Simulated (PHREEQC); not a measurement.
Consider water at 80 °C with 12 mmol/kgw NaHS, 110 mmol/kgw NaHCO3 and 0.46 mmol/kgw CdCl2. Closed to the air; pH follows from the charge balance.

Computed with PHREEQC (ion-association model, wateq4f.dat).

The ionic strength comes out as 0.115 mol/kgw. What activity coefficients do HS-, OH-, NaCO3-, CO3-2, Cl- get?

HS- 0.73, OH- 0.73, NaCO3- 0.76, CO3-2 0.33, Cl- 0.73.

Precipitation was switched off in this run. Examples of supersaturated solids here: Greenockite. Others may be too. Constants without temperature data keep their 25 °C values here. The polysulfide entries of wateq4f.dat were taken out for this run.
